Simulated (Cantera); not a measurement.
Source: NASA polynomial tables (part measured, part estimated), evaluated in Cantera. Values are per mole of reaction as written; species without (g) are pure solids or liquids, kept so even where they would boil at 1 bar.

HCl(g) + K(g) ⇌ KCl + H(g), with ΔH° = -215.3 kJ and ΔS° = -149.8 J/K at 300 K.

Q: How far is the shortcut ΔG° ≈ ΔH°(300 K) − T·ΔS°(300 K) from the full temperature-dependent value at 1298, 1398, 1498, 1598, 1698, 1798, 1898, 1998, 2098, 2198 K?

A: 
| T (K) | shortcut (kJ) | full (kJ) | difference (kJ) | difference in log10 K | condensed phases |
|---|---|---|---|---|---|
| 1298 | -20.9 | -51.1 | 30.2 | -1.22 | KCl(l) |
| 1398 | -5.9 | -43.1 | 37.2 | -1.39 | KCl(l) |
| 1498 | 9.1 | -35.3 | 44.4 | -1.55 | KCl(l) |
| 1598 | 24.1 | -27.8 | 51.9 | -1.70 | KCl(l) |
| 1698 | 39.1 | -20.5 | 59.6 | -1.83 | KCl(l) |
| 1798 | 54.0 | -13.5 | 67.5 | -1.96 | KCl(l) |
| 1898 | 69.0 | -6.7 | 75.7 | -2.08 | KCl(l) |
| 1998 | 84.0 | -0.1 | 84.1 | -2.20 | KCl(l) |
| 2098 | 99.0 | 6.3 | 92.6 | -2.31 | KCl(l) |
| 2198 | 114.0 | 12.6 | 101.4 | -2.41 | KCl(l) |
The shortcut ignores heat capacities and the phase changes listed.
